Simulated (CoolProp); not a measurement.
CH3F (R41) along the isobar 35000 kPa: fugacity coefficient from the reference equation and from simpler models built on Tc = 317.3 K, pc = 5906 kPa, ω = 0.200; each cubic takes its own stable root.

The numbers come from the reference Helmholtz-energy equation of state, Lemmon 2006 in CoolProp. It is a short technical equation, of lower accuracy than the large ones.

```json
[
 {"T (K)": "191.9", "phase": "liquid", "reference": "0.005386", "Redlich-Kwong": "0.01039", "Peng-Robinson": "0.005891"},
 {"T (K)": "209.9", "phase": "liquid", "reference": "0.01268", "Redlich-Kwong": "0.02283", "Peng-Robinson": "0.01400"},
 {"T (K)": "227.8", "phase": "liquid", "reference": "0.02528", "Redlich-Kwong": "(withheld)", "Peng-Robinson": "0.02816"},
 {"T (K)": "245.7", "phase": "liquid", "reference": "0.04459", "Redlich-Kwong": "0.07008", "Peng-Robinson": "(withheld)"},
 {"T (K)": "263.6", "phase": "liquid", "reference": "0.07139", "Redlich-Kwong": "0.1055", "Peng-Robinson": "0.08042"},
 {"T (K)": "281.6", "phase": "liquid", "reference": "0.1061", "Redlich-Kwong": "0.1480", "Peng-Robinson": "0.1198"},
 {"T (K)": "299.5", "phase": "liquid", "reference": "0.1477", "Redlich-Kwong": "0.1959", "Peng-Robinson": "0.1671"},
 {"T (K)": "317.4", "phase": "supercritical", "reference": "0.1954", "Redlich-Kwong": "0.2477", "Peng-Robinson": "0.2210"},
 {"T (K)": "335.4", "phase": "supercritical", "reference": "0.2482", "Redlich-Kwong": "0.3022", "Peng-Robinson": "0.2801"},
 {"T (K)": "353.3", "phase": "supercritical", "reference": "0.3038", "Redlich-Kwong": "(withheld)", "Peng-Robinson": "0.3417"},
 {"T (K)": "371.2", "phase": "supercritical", "reference": "(withheld)", "Redlich-Kwong": "0.4119", "Peng-Robinson": "0.4042"},
 {"T (K)": "389.1", "phase": "supercritical", "reference": "0.4178", "Redlich-Kwong": "(withheld)", "Peng-Robinson": "0.4658"},
 {"T (K)": "407.1", "phase": "supercritical", "reference": "0.4737", "Redlich-Kwong": "0.5161", "Peng-Robinson": "0.5255"},
 {"T (K)": "425", "phase": "supercritical", "reference": "0.5269", "Redlich-Kwong": "0.5640", "Peng-Robinson": "0.5816"}
]
```

What belongs in the gaps?


- 227.8, Redlich-Kwong: 0.04248
- 245.7, Peng-Robinson: 0.04998
- 353.3, Redlich-Kwong: 0.3573
- 371.2, reference: 0.3608
- 389.1, Redlich-Kwong: 0.4650
